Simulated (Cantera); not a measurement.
Charge: 1 mol Si, 3 mol H2O, 110 mol H2, held at 1223 K and 10000 Pa.

Cantera equilibrium calculation (NASA polynomials, part measured and part estimated; ideal gas, pure solids and liquids). Candidate condensed phases: H2O, Si, SiO2; 18 gas species. The tables hold silica as quartz up to 1696 K and as liquid above; real silica turns to tridymite and cristobalite and melts near 1996 K. Rates play no part.

### Question
What is the equilibrium state?

### Answer
```
Item                                 Result
--------------------------------  ---------
x(H2)                                 0.991
x(H2O)                              0.00885
n(SiO2(β-quartz))                  1.00 mol
gas amount                        113.0 mol
log10 activity of Si(s) (absent)     -10.04
```
